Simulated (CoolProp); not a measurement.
A single-stage vapour-compression cycle with isobutene: evaporating at 277.15 K (dew point), condensing at 313.15 K (bubble point), superheat 0 K, subcooling 0 K, compressor efficiency 0.7, no pressure losses. Each further row changes one setting.

Values from CoolProp's reference Helmholtz-energy equation of state, Lemmon 2005. It is a short technical equation, of lower accuracy than the large ones.

```json
[
 {"case": "as stated", "cooling COP": "4.62", "pressure ratio": "3.07", "discharge temperature (K)": "323.0", "refrigerating effect (kJ/kg)": "296", "volumetric capacity (kJ/m³)": "1170"},
 {"case": "evaporating temperature 282.15 K", "cooling COP": "…", "pressure ratio": "2.58", "discharge temperature (K)": "321.1", "refrigerating effect (kJ/kg)": "…", "volumetric capacity (kJ/m³)": "1400"},
 {"case": "condensing temperature 308.15 K", "cooling COP": "5.50", "pressure ratio": "…", "discharge temperature (K)": "317.2", "refrigerating effect (kJ/kg)": "308", "volumetric capacity (kJ/m³)": "1210"},
 {"case": "subcooling 5 K", "cooling COP": "…", "pressure ratio": "3.07", "discharge temperature (K)": "323.0", "refrigerating effect (kJ/kg)": "308", "volumetric capacity (kJ/m³)": "1210"},
 {"case": "superheat 10 K", "cooling COP": "…", "pressure ratio": "3.07", "discharge temperature (K)": "333.2", "refrigerating effect (kJ/kg)": "312", "volumetric capacity (kJ/m³)": "1180"},
 {"case": "compressor efficiency 0.6", "cooling COP": "3.96", "pressure ratio": "3.07", "discharge temperature (K)": "328.7", "refrigerating effect (kJ/kg)": "296", "volumetric capacity (kJ/m³)": "1170"}
]
```

### Question
What belongs in the gaps?

### Answer

- evaporating temperature 282.15 K, cooling COP: 5.57
- evaporating temperature 282.15 K, refrigerating effect (kJ/kg): 302
- condensing temperature 308.15 K, pressure ratio: 2.67
- subcooling 5 K, cooling COP: 4.81
- superheat 10 K, cooling COP: 4.66
